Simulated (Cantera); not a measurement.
Cantera run:

```python
import numpy as np
import cantera as ct

gas_names = [...]  # 110 gases of nasa_gas.yaml made of C, H, O
cond_names = """
    C(gr) C6H6(L) C7H8(L) C8H18(L),n-octa H2O(s) H2O(L)
""".split()


# ... load() reads the species with a 1 bar reference pressure and builds the phases ...
atoms = {
    'CH3OH': {'C': 1, 'H': 4, 'O': 1},
    'H2O': {'H': 2, 'O': 1},
    'H2': {'H': 2},
}
top_T = {'C(gr)': 4500}  # K; cautious upper limits of use, not melting points


# ... equilibrate(T, P, feed) seeds the gas with the atoms and calls Mixture.equilibrate('TP', solver="vcs", rtol=1e-11, max_steps=5000) ...
results = []
T = 1323.15  # K
P = 133.322  # Pa
for m in [3.6, 4.8, 6.4, 8.5, 11, 15, 20, 26, 34, 46]:
    feed = {'CH3OH': 1, 'H2O': 0.12, 'H2': m}  # mol
    mix = equilibrate(T, P, feed)
    results.append((T, P, feed, dict(zip(mix.species_names, mix.species_moles))))

top = {s: max(r[3][s] / sum(r[3][g] for g in gas_names) for r in results) for s in gas_names}
cols = sorted((s for s in top if top[s] > 1e-05), key=lambda s: -top[s])[:6]
seen = [c for c in cond_names if any(r[3].get(c, 0) > 1e-12 for r in results)]
print("log10 of partial pressures in bar; condensed amounts in mol")
print(f"{'n(H2)':>10s}" + "".join(f"{s[:9]:>10s}" for s in cols + seen))
for T, P, feed, n in results:
    ng = sum(n[g] for g in gas_names)
    print(f"{feed['H2']:10.4g}" + "".join(f"{np.log10(max(n[s] / ng * P / 1e5, 1e-99)):10.3f}" for s in cols)
          + "".join(f"{n.get(c, 0):10.4g}" for c in seen))
```

Result:

```
log10 of partial pressures in bar; condensed amounts in mol
     n(H2)        H2        CO       H2O       CO2         H
       3.6    -2.953    -3.707    -4.663    -5.685    -7.275
       4.8    -2.941    -3.778    -4.727    -5.833    -7.269
       6.4    -2.929    -3.857    -4.801    -5.998    -7.263
       8.5    -2.919    -3.943    -4.883    -6.175    -7.258
        11    -2.911    -4.027    -4.963    -6.348    -7.254
        15    -2.903    -4.135    -5.068    -6.568    -7.250
        20    -2.897    -4.240    -5.170    -6.783    -7.247
        26    -2.892    -4.340    -5.268    -6.985    -7.245
        34    -2.888    -4.445    -5.372    -7.198    -7.243
        46    -2.885    -4.567    -5.492    -7.442    -7.241
```

These are equilibrium values from Cantera (NASA tables, ideal gas, pure condensed phases), not measurements of a reactor.
